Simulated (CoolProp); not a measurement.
Saturation properties of methane (Tc = 190.6 K, pc = 45.99 bar, ω = 0.011).

The numbers come from the reference Helmholtz-energy equation of state, Setzmann 1991 in CoolProp.

| T (K) | p (bar) | enthalpy of vaporisation (kJ/kg) | surface tension (mN/m) | liquid viscosity (µPa s) | liquid conductivity (mW/(m K)) |
|---|---|---|---|---|---|
| 149 | 9.937 | 416.1 | 5.96 | 58.4 | 131 |
| 152.9 | 11.83 | 401.8 | [?] | 54.6 | 125 |
| 156.8 | 13.97 | 386.2 | [?] | 50.9 | 120 |
| 160.7 | 16.37 | 369.1 | 3.98 | 47.5 | [?] |
| 164.6 | 19.06 | 350.2 | 3.35 | 44.1 | 108 |
| 168.5 | 22.05 | 329.1 | 2.75 | 40.8 | 103 |
| 172.4 | [?] | 305.3 | 2.16 | 37.6 | 97.0 |
| 176.3 | 29.03 | 277.8 | 1.60 | [?] | 91.2 |
| 180.2 | 33.07 | 245.0 | 1.08 | 30.9 | 85.3 |

Fill in the missing entries.


- 152.9, surface tension (mN/m): 5.29
- 156.8, surface tension (mN/m): 4.63
- 160.7, liquid conductivity (mW/(m K)): 114
- 172.4, p (bar): 25.36
- 176.3, liquid viscosity (µPa s): 34.3

It boils at 111.7 K under 1 atm.

Viscosity comes from a separate model (Quiñones-Cisneros 2006). Thermal conductivity comes from a separate model (Friend 1989). Surface tension comes from a separate correlation (Mulero 2012).
